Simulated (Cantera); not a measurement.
**Premixed flame**

A freely propagating, adiabatic, planar premixed flame of 14.0 % H2, 14.0 % O2, 69.9 % N2, 2.10 % H2O, equivalence ratio 0.50, unburnt at 323 K and 0.132 atm; mixture-averaged transport, grid criteria slope 0.08 and curve 0.16, no radiation.

Detailed kinetics in Cantera: the H2/O2 subset of GRI-Mech 3.0, which has no nitrogen chemistry. Burning velocities carry a grid error of a few per cent, more on coarse grids. Lean hydrogen flames are cellular in practice and burn faster than this planar one.

| z (mm) | T (K) | u (m/s) | x H2 | x O2 | x H2O | x OH | x H2O2 | x O |
|---|---|---|---|---|---|---|---|---|
| -16.6 | 323 | 0.348 | 0.139 | 0.140 | 0.0210 | <1e-8 | <1e-8 | <1e-8 |
| -11.0 | 323 | 0.347 | 0.137 | 0.140 | 0.0211 | <1e-8 | 3.25e-8 | <1e-8 |
| -8.29 | 324 | 0.347 | 0.133 | 0.141 | 0.0212 | <1e-8 | 2.19e-7 | <1e-8 |
| -5.52 | 332 | 0.351 | 0.122 | 0.143 | 0.0221 | <1e-8 | 2.33e-6 | <1e-8 |
| -2.76 | 455 | 0.467 | 0.0866 | 0.142 | 0.0370 | 2.66e-5 | 2.99e-5 | 3.31e-6 |
| -1.38 | 689 | 0.698 | 0.0583 | 0.130 | 0.0680 | 0.000186 | 1.06e-5 | 9.12e-5 |
| 0 | 935 | 0.941 | 0.0308 | 0.110 | 0.108 | 0.000515 | 1.21e-6 | 0.000949 |
| 1.38 | 1104 | 1.11 | 0.0124 | 0.0916 | 0.139 | 0.00131 | 1.15e-6 | 0.00231 |
| 2.76 | 1200 | 1.21 | 0.00531 | 0.0832 | 0.153 | 0.00188 | 1.19e-6 | 0.00270 |
| 5.52 | 1289 | 1.29 | 0.00228 | 0.0793 | 0.161 | 0.00207 | 8.56e-7 | 0.00202 |
| 11.0 | 1346 | 1.35 | 0.00101 | 0.0783 | 0.165 | 0.00162 | 4.56e-7 | 0.000931 |
| 22.1 | 1370 | 1.37 | 0.000307 | 0.0781 | 0.167 | 0.000942 | 2.07e-7 | 0.000280 |
| 44.2 | 1377 | 1.38 | 7.59e-5 | 0.0782 | 0.168 | 0.000478 | 8.30e-8 | 6.99e-5 |
x: mole fraction of selected species; z is measured from the peak of heat release.

The laminar burning velocity is 34.8 cm/s and the thermal thickness comes out as 5.52 mm. The peak x(OH) is 0.00209 and the peak x(H2O2) is 2.99e-5. The peak x(O) comes out as 0.00270 and the grid points is 109.
